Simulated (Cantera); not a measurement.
Input (Python, Cantera):

```python
import numpy as np
import cantera as ct

gas = ct.Solution("gri30.yaml")
gas.TPX = 1125, 680, {'C2H6': 1, 'N2': 2.4, 'H2O': 0.034}
inlet = ct.Reservoir(gas, clone=True)

reactor = ct.IdealGasConstPressureReactor(gas, energy="off", clone=False)
exhaust = ct.Reservoir(gas, clone=True)
tau = [14, 5.1, 1.8, 0.66, 0.24, 0.085, 0.031, 0.011, 0.004, 0.0014][0]
for a, b in ((inlet, reactor), (reactor, exhaust)):
    ct.MassFlowController(a, b, mdot=lambda t: reactor.mass / tau)
net = ct.ReactorNet([reactor])
show = ['C2H6', 'CH2', 'HCN', 'CH4', 'C2H', 'CH3', 'H2']

rows = []
print(f"{'tau/s':>10s}{'T/K':>9s}" + "".join(f"{s:>11s}" for s in show))
for tau in [14, 5.1, 1.8, 0.66, 0.24, 0.085, 0.031, 0.011, 0.004, 0.0014]:
    net.initial_time = 0.0
    net.advance(30 * tau)
    before = gas.X
    net.advance(40 * tau)
    drift = np.max(np.abs(gas.X - before) / (gas.X + 1e-9))
    rows.append([gas.T, *gas[show].X, drift])
    print(f"{tau:10.3e}{gas.T:9.1f}" + "".join(f"{x:11.3e}" for x in gas[show].X))
```

Output:

```
     tau/s      T/K       C2H6        CH2        HCN        CH4        C2H        CH3         H2
 1.400e+01   1125.0  1.598e-02  3.350e-10  7.439e-12  5.048e-02  1.231e-10  3.141e-05  2.126e-01
 5.100e+00   1125.0  3.905e-02  6.236e-10  6.451e-12  4.726e-02  7.797e-11  4.857e-05  1.760e-01
 1.800e+00   1125.0  9.239e-02  1.011e-09  4.909e-12  3.396e-02  3.629e-11  7.140e-05  1.324e-01
 6.600e-01   1125.0  1.708e-01  1.325e-09  3.738e-12  1.723e-02  1.490e-11  9.166e-05  8.019e-02
 2.400e-01   1125.0  2.375e-01  1.394e-09  2.883e-12  6.472e-03  5.511e-12  9.977e-05  3.611e-02
 8.500e-02   1125.0  2.728e-01  1.064e-09  1.774e-12  1.910e-03  1.402e-12  8.772e-05  1.244e-02
 3.100e-02   1125.0  2.863e-01  4.589e-10  5.045e-13  4.304e-04  1.507e-13  5.555e-05  3.316e-03
 1.100e-02   1125.0  2.904e-01  1.027e-10  2.929e-14  7.327e-05  2.572e-15  2.687e-05  5.254e-04
 4.000e-03   1125.0  2.911e-01  2.372e-11  6.285e-16  1.526e-05  9.647e-18  1.541e-05  5.418e-05
 1.400e-03   1125.0  2.912e-01  4.245e-12  5.928e-18  2.730e-06  9.911e-21  7.880e-06  3.518e-06
```

Cantera simulation using GRI-Mech 3.0 (53 species, 325 reactions); the numbers are that mechanism's predictions, not measurements. GRI-Mech 3.0 stops at C3 and has no aromatics, soot or wall deposition, so with more carbon than oxygen in the feed, carbon stays in small species such as C2H2 where larger ones or solid carbon would form. Radical loss at walls, strong at low pressure, is not modelled.
